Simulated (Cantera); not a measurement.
# Roasting and sulfation: MgCO3 + H2S + H2O

A closed system holds: 1 mol MgCO3, 0.12 mol H2S, 0.12 mol H2O, at 38.0 mbar.

Cantera equilibrium calculation (NASA polynomials, part measured and part estimated; ideal gas, pure solids and liquids). Candidate condensed phases: C, C6H6, C7H8, C8H18, H2O, H2SO4, Mg, MgCO3, MgO, Mg(OH)2, MgS, MgSO4, S; 130 gas species. Gases not in the tables: S3 to S7. The numbers say what is thermodynamically allowed, not how fast it happens.

```tsv
T (°C)	log p CO2	log p CO	log p H2O	log p H2S	log p SO2	log p S2	log p H2	n MgO(s)
475	-1.52	-4.04	-2.41	-2.47	-5.96	-4.09	-4.13	1.00
575	-1.53	-3.39	-2.37	-2.54	-5.31	-3.54	-3.74	1.00
675	-1.54	-2.97	-2.31	-2.69	-4.67	-3.18	-3.49	1.00
775	-1.56	-2.72	-2.26	-2.92	-4.05	-2.98	-3.34	1.00
875	-1.58	-2.54	-2.23	-3.20	-3.52	-2.91	-3.27	1.00
975	-1.60	-2.40	-2.22	-3.48	-3.13	-2.94	-3.21	1.00
1075	-1.63	-2.27	-2.22	-3.76	-2.86	-3.04	-3.16	1.00
1175	-1.66	-2.17	-2.22	-4.05	-2.69	-3.23	-3.11	1.00
1275	-1.69	-2.10	-2.23	-4.39	-2.58	-3.54	-3.08	1.00
1375	-1.71	-2.06	-2.23	-4.81	-2.52	-4.00	-3.09	1.00
1475	-1.72	-2.05	-2.23	-5.28	-2.50	-4.57	-3.11	1.000
1575	-1.73	-2.04	-2.22	-5.76	-2.50	-5.16	-3.14	1.000
1675	-1.73	-2.04	-2.22	-6.20	-2.50	-5.71	-3.17	1.000
```
log p: log10 of the partial pressure in bar; n: condensed amount in mol.

From 475 °C to 1675 °C the condensed part is MgO(s).
